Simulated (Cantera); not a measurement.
A closed system holds: 1 mol Si₃N₄, 0.83 mol CO₂, 5.2 mol H₂, held at 1898.15 K and 5.40 mbar.

Method: chemical equilibrium by Gibbs-energy minimisation in Cantera with the NASA 1993 tables (ideal gas, pure condensed phases). Candidate condensed phases: C, C₆H₆, C₇H₈, C₈H₁₈, H₂O, Si, SiC, SiO₂, Si₂N₂O, Si₃N₄; 151 gas species. Mutual solubility and eutectic melting of coexisting phases are not modelled. The tables' values for SiN are old estimates; treat these amounts as uncertain. Gases not in the tables: Si₂H₆ and higher silanes. The numbers say what is thermodynamically allowed, not how fast it happens.

Base state: H₂ 0.579, N₂ 0.224, SiO 0.157, CO 0.0294, H 0.00810, Si 0.00228, HCN 0.000128, SiH 0.000111 (mole fractions); condensed: Si(l) + SiC(s).

### Question
What changes in the equilibrium state with this change: Si₃N₄ replaced by Si?

### Answer
| species | before | after |
|---|---|---|
| H₂ | 0.579 | 0.749 |
| SiO | 0.157 | 0.132 |
| CO | 0.0294 | 0.109 |
| N₂ | 0.224 | 0 |
| HCN | 0.000128 | 0 |
| Si₂N | 3.87e-5 | 0 |
| Si(l), mol | 1.01 | 0 |
| SiC(s), mol | 0.567 | 0.0807 |
